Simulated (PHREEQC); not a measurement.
PHREEQC input (ion-association model, wateq4f.dat):

```
SOLUTION 1
  temp 25
  units mol/kgw
  pH 7 charge
  Cl 0.033
  S(6) 0.0012
  Al 0.0008
SOLUTION 2
  temp 25
  units mol/kgw
  pH 7 charge
  S(6) 0.0062
  Cu(2) 0.0062
  Cl 0.23013
  K 0.23
END
SELECTED_OUTPUT 1
  -reset false
  -pH true
  -pe true
  -ionic_strength true
  -water true
  -totals Al Cl Cu K S Cu(1) Cu(2) S(-2) S(6)
  -molalities H+ Al+3 Cl- Cu+2 K+ SO4-2 KSO4- AlOH+2 Al(OH)2+ Al(OH)3
    Al(OH)4- AlSO4+ Al(SO4)2- HSO4- H2S HS- S-2 O2 OH- CuCl2-
    CuCl3-2 Cu+ CuCl+ CuCl2 CuCl3- CuCl4-2 CuOH+ Cu(OH)2 Cu(OH)3- Cu(OH)4-2
    Cu2(OH)2+2 CuSO4 Cu(HS)3- AlHSO4+2
  -equilibrium_phases Al(OH)3(a) Cu(OH)2 Brochantite Antlerite Atacamite Basaluminite Chalcanthite AlumK
PRINT
  -reset false
MIX 1
  1 1
  2 0
EQUILIBRIUM_PHASES 1
  Al(OH)3(a) 0 0
  Cu(OH)2 0 0
  Brochantite 0 0
  Antlerite 0 0
  Atacamite 0 0
  Basaluminite 0 0
  Chalcanthite 0 0
  AlumK 0 0
  O2(g) -0.68 10
END
# ... the last block is repeated for the other 20 points of share of solution B
```

Selected output (columns that matter, 19 of 21 rows; share of solution B added in front):

```
share of solution B	pH	mu	Al	Cl	Cu	K	S	m_H+	m_Al+3	m_Cl-	m_Cu+2	m_K+	m_SO4-2	m_KSO4-
0	1.5527	0.036848	0.0008	0.033	0	0	0.0012	0.032343	0.00066039	0.033	0	0	0.00040293	0
0.05	1.5818	0.047316	0.00076	0.042856	0.00031	0.0115	0.00145	0.0306	0.00061553	0.04284	0.00028672	0.011481	0.00052194	1.9386e-05
0.1	1.6112	0.057796	0.00072	0.052713	0.00062	0.023	0.0017	0.02887	0.00057285	0.052674	0.0005669	0.022955	0.00064899	4.5361e-05
0.15	1.6413	0.068287	0.00068	0.062569	0.00093	0.0345	0.00195	0.027155	0.00053199	0.062504	0.00084126	0.034422	0.00078374	7.7912e-05
0.2	1.6725	0.078788	0.00064	0.072426	0.00124	0.046	0.0022	0.025453	0.00049272	0.07233	0.0011104	0.045883	0.00092593	0.00011706
0.3	1.7391	0.099821	0.00056	0.092139	0.00186	0.069	0.0027	0.02209	0.0004182	0.091969	0.0016343	0.068785	0.001232	0.0002153
0.35	1.7752	0.11035	0.00052	0.102	0.00217	0.0805	0.00295	0.020428	0.00038271	0.10178	0.0018899	0.080225	0.0013957	0.00027454
0.4	1.8137	0.12089	0.00048	0.11185	0.00248	0.092	0.0032	0.018781	0.00034828	0.11159	0.0021414	0.091659	0.0015663	0.00034062
0.45	1.8551	0.13144	0.00044	0.12171	0.00279	0.1035	0.00345	0.017147	0.00031483	0.1214	0.0023891	0.10309	0.001744	0.00041364
0.5	1.8998	0.14201	0.0004	0.13156	0.0031	0.115	0.0037	0.015527	0.00028231	0.13121	0.0026332	0.11451	0.0019285	0.0004937
0.55	1.9488	0.15258	0.00036	0.14142	0.00341	0.1265	0.00395	0.013921	0.00025067	0.14101	0.0028739	0.12592	0.00212	0.00058091
0.6	2.0029	0.16316	0.00032	0.15128	0.00372	0.138	0.0042	0.012329	0.00021987	0.15081	0.0031112	0.13732	0.0023184	0.00067537
0.65	2.0638	0.17375	0.00028	0.16113	0.00403	0.1495	0.00445	0.010752	0.00018986	0.1606	0.0033453	0.14872	0.0025238	0.0007772
0.7	2.1333	0.18435	0.00024	0.17099	0.00434	0.161	0.0047	0.0091883	0.00016062	0.1704	0.0035764	0.16011	0.002736	0.00088652
0.8	2.3131	0.20559	0.00016	0.1907	0.00496	0.184	0.0052	0.0061052	0.00010435	0.18998	0.0040296	0.18287	0.0031813	0.001128
0.85	2.4385	0.21623	0.00012	0.20056	0.00527	0.1955	0.00545	0.0045856	7.7261e-05	0.19976	0.004252	0.19424	0.0034143	0.0012605
0.9	2.6122	0.22687	8e-05	0.21042	0.00558	0.207	0.0057	0.0030808	5.0845e-05	0.20955	0.0044716	0.2056	0.0036543	0.0014008
0.95	2.9002	0.23753	4e-05	0.22027	0.00589	0.2185	0.00595	0.001591	2.5082e-05	0.21933	0.0046887	0.21695	0.0039011	0.0015493
1	4.0372	0.24819	0	0.23013	0.0062	0.23	0.0062	0.0001163	0	0.22911	0.0049029	0.22829	0.0041548	0.0017058
```

Complexes and solids missing from the database can't appear.
